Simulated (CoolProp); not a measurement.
The numbers come from the reference Helmholtz-energy equation of state, Lemmon 2006 in CoolProp. It is a short technical equation, of lower accuracy than the large ones.

Q: For C3F8 (R218), give the phase and the isothermal compressibility (1/MPa), expansivity (1/kK) at 419.1 K and 2.18 MPa.

A: 
- 419.1 K and 2.18 MPa: gas; isothermal compressibility 0.541, expansivity 4.22
